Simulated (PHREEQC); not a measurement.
Consider water at 25 °C with 0.013 mol Pb(NO3)2, 0.25 mol MgSO4 and 0.00025 mol NaCl per kg of water. Closed to the air; pH follows from the charge balance.

The numbers come from PHREEQC with the ion-association model, phreeqc.dat.

Precipitation was switched off in this run.

Question: Predict the pH, activity of water.

Answer: pH 5.63; activity of water 0.993.

Question: In which forms is Na present?

Answer: Na+ 90 %, NaSO4- 9.6 % of the Na.

Saturation is exceeded, for instance for Anglesite; the values hold only as long as no solid forms.
